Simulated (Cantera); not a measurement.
Feed: 1 mol NH3, 4.1 mol O2, 5.5 mol H2, equilibrated at 13.3 mbar.

Method: chemical equilibrium by Gibbs-energy minimisation in Cantera with the NASA 1993 tables (ideal gas, pure condensed phases). Candidate condensed phases: H2O; 24 gas species. The numbers say what is thermodynamically allowed, not how fast it happens.

Task: At 1150 K, list the 4 most abundant gas species with their mole fractions, and the condensed phases.

Result: H2O 0.864, O2 0.0741, N2 0.0617, NO 2.18e-5. Condensed: gas only.
